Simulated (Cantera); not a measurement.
Charge: 1 mol B2O3, 0.095 mol H2O, 0.61 mol N2, at 368 Torr.

Method: chemical equilibrium by Gibbs-energy minimisation in Cantera with the NASA 1993 tables (ideal gas, pure condensed phases). Candidate condensed phases: B, BN, B2O3, B3O3H3, H2O; 39 gas species. Gases not in the tables: H3BO3. Kinetics and transport are ignored.

Problem. At 1175 °C, list the 4 most abundant gas species with their mole fractions, and the condensed phases.

Solution. N2 0.862, H2O 0.130, HBO2 0.00774, (HBO2)3 0.000174. Condensed: B2O3(l).
